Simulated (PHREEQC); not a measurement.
Solution (25 °C): 0.0044 mol/kgw ZnSO4 and 0.00096 mol/kgw HCl. Closed to the air; pH follows from the charge balance.

Computed with PHREEQC (ion-association model, wateq4f.dat).

```
quantity                  before   after
------------------------  ------  ------
pH                          3.14    3.32
ionic strength (mol/kgw)  0.0141  0.0130
```

Question: What was changed between the two runs?
A. temperature from 25 to 85 °C
B. 0.00073 mol/kgw LiOH added
C. ZnSO4 left out
D. ZnSO4 from 0.0044 to 0.0088 mol/kgw
E. ZnSO4 replaced by MgSO4 at the same molality

Answer: A, temperature from 25 to 85 °C

This is a speciation only: nothing precipitates in the calculation. At this temperature some constants are extrapolated from 25 °C, and those without enthalpy data are left unchanged.
